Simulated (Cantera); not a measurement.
**Aluminium nitride and oxide growth: AlBr₃ + O₂ + N₂ + H₂O**

A closed system holds: 1 mol AlBr₃, 14 mol O₂, 1.7 mol N₂, 0.36 mol H₂O, at 8.25 Torr.

Cantera equilibrium calculation (NASA polynomials, part measured and part estimated; ideal gas, pure solids and liquids). Candidate condensed phases: Al, AlBr₃, AlN, Al₂O₃, Br₂, H₂O; 41 gas species. Rates play no part.

From 1175 K to 2075 K the condensed part is Al₂O₃(s).

| T (K) | x O₂ | x Br | x N₂ | x Br₂ | x H₂O | n Al₂O₃(s) |
|---|---|---|---|---|---|---|
| 1175 | 0.761 | 0.0700 | 0.0974 | 0.0486 | 0.0182 | 0.500 |
| 1325 | 0.738 | 0.128 | 0.0944 | 0.0164 | 0.0169 | 0.500 |
| 1475 | 0.728 | 0.152 | 0.0930 | 0.00371 | 0.0169 | 0.500 |
| 1625 | 0.725 | 0.158 | 0.0923 | 0.000894 | 0.0172 | 0.500 |
| 1775 | 0.723 | 0.159 | 0.0917 | 0.000261 | 0.0172 | 0.500 |
| 1925 | 0.720 | 0.160 | 0.0908 | 9.11e-5 | 0.0167 | 0.500 |
| 2075 | 0.712 | 0.160 | 0.0894 | 3.65e-5 | 0.0155 | 0.500 |
x: gas mole fraction; n: condensed amount in mol.
